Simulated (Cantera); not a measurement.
Input: 1 mol C2F6, 0.071 mol HCl, 1.6 mol H2, at 3175 °C.

Method: chemical equilibrium by Gibbs-energy minimisation in Cantera with the NASA 1993 tables (ideal gas, pure condensed phases). Candidate condensed phases: C, C6H6, C7H8, C8H18; 118 gas species. The feed counts by its element totals alone. Rates play no part.

Problem. Which condensed phases are stable at each of these points (P (Pa)): 1, 10, 100, 1000, 10000, 100000?

Solution. 
| P (Pa) | condensed phases | C condensed (%) |
|---|---|---|
| 1 | gas only | 0.0 |
| 10 | gas only | 0.0 |
| 100 | gas only | 0.0 |
| 1000 | gas only | 0.0 |
| 10000 | gas only | 0.0 |
| 100000 | C(graphite) | 39.0 |

From 0.00750 Torr to 75.0 Torr nothing is condensed. At 750 Torr the condensed part is C(graphite).
